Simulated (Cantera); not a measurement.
Input: 1 mol SiH2Cl2, 1.6 mol N2, 13 mol H2, at 85.0 Pa.

Cantera equilibrium calculation (NASA polynomials, part measured and part estimated; ideal gas, pure solids and liquids). Candidate condensed phases: NH4Cl, Si, Si3N4; 28 gas species. The tables' values for SiCl, SiCl3, SiN are old estimates; treat these amounts as uncertain. Gases not in the tables: Si2H6 and higher silanes. The numbers say what is thermodynamically allowed, not how fast it happens.

Q: At 1527 °C, list the 4 most abundant gas species with their mole fractions, and the condensed phases.

A: H2 0.792, N2 0.0954, HCl 0.0744, SiCl2 0.0216. Condensed: Si(l).
